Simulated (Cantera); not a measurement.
Hydrocarbon pyrolysis for carbon deposition

An isothermal, constant-pressure homogeneous reactor starts with 24.4 % CH4, 75.6 % N2, at 1623 K and 0.133 bar.

Cantera simulation using GRI-Mech 3.0 (53 species, 325 reactions); the numbers are that mechanism's predictions, not measurements. GRI-Mech 3.0 stops at C3 and has no aromatics, soot or wall deposition, so with more carbon than oxygen in the feed, carbon stays in small species such as C2H2 where larger ones or solid carbon would form.

```tsv
t (s)	x CH4	x C2H6	x CH2	x H	x HCN	x C2H4	x CH3
0.000300	0.244	3.00e-7	1.31e-9	1.65e-7	<1e-12	3.29e-7	8.13e-5
0.000830	0.244	5.10e-6	8.90e-9	2.18e-7	<1e-12	6.86e-6	0.000216
0.00229	0.243	5.61e-5	4.74e-8	5.32e-7	2.71e-12	0.000117	0.000511
0.00634	0.239	0.000290	1.71e-7	2.26e-6	5.93e-11	0.00138	0.000994
0.0175	0.216	0.000485	2.92e-7	1.05e-5	1.53e-9	0.00688	0.00125
0.0485	0.167	0.000221	1.90e-7	2.43e-5	1.09e-8	0.00509	0.000874
0.134	0.109	8.26e-5	1.21e-7	4.12e-5	3.85e-8	0.00163	0.000556
0.371	0.0546	2.18e-5	7.31e-8	6.21e-5	1.05e-7	0.000570	0.000300
1.03	0.0200	3.50e-6	3.63e-8	8.39e-5	2.30e-7	0.000346	0.000126
2.84	0.00632	4.16e-7	1.41e-8	9.77e-5	3.90e-7	0.000334	4.38e-5
7.85	0.00240	8.01e-8	5.74e-9	0.000102	5.62e-7	0.000340	1.71e-5
21.7	0.00166	4.92e-8	4.00e-9	0.000103	8.17e-7	0.000342	1.19e-5
60.0	0.00163	4.83e-8	3.94e-9	0.000103	1.48e-6	0.000342	1.17e-5
```
x: mole fraction; the columns are a selection and need not sum to one.

Equilibrium at this temperature and pressure: CH4 0.00119, C2H6 2.55e-8, CH2 2.86e-9, H 0.000103, HCN 0.0926, C2H4 0.000180, CH3 8.49e-6 (gas phase only).
